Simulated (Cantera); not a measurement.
A perfectly stirred reactor is fed with 37.1 % H2, 13.2 % O2, 49.7 % N2, at 0.720 atm; it is adiabatic with a 450 K inlet, and is followed from long to short residence time, starting on the burning branch (τ in s: 0.31, 0.081, 0.022, 0.0057, 0.0015, 0.0004, 0.00011, 2.8e-05, 7.3e-06).

Detailed kinetics in Cantera: the H2/O2 subset of GRI-Mech 3.0, which has no nitrogen chemistry.

Problem. Predict: blow-out, bracketed by the residence times tried; x(H2) at τ = 0.310 s; x(O2) at τ = 0.310 s; x(H) at τ = 0.310 s; x(O) at τ = 0.310 s; x(HO2) at τ = 0.310 s; x(H2) at τ = 1.50 ms; x(O2) at τ = 1.50 ms; x(H) at τ = 1.50 ms; x(O) at τ = 1.50 ms; x(HO2) at τ = 1.50 ms.

Solution. 
```
Quantity                                                                       Value
------------------------------------------------  ----------------------------------
blow-out, bracketed by the residence times tried  burning at 28.0 µs, out at 7.30 µs
x(H2) at τ = 0.310 s                                                           0.120
x(O2) at τ = 0.310 s                                                        0.000113
x(H) at τ = 0.310 s                                                          0.00645
x(O) at τ = 0.310 s                                                         0.000104
x(HO2) at τ = 0.310 s                                                        6.11e-8
x(H2) at τ = 1.50 ms                                                           0.115
x(O2) at τ = 1.50 ms                                                         0.00217
x(H) at τ = 1.50 ms                                                           0.0306
x(O) at τ = 1.50 ms                                                          0.00183
x(HO2) at τ = 1.50 ms                                                        1.06e-6
```
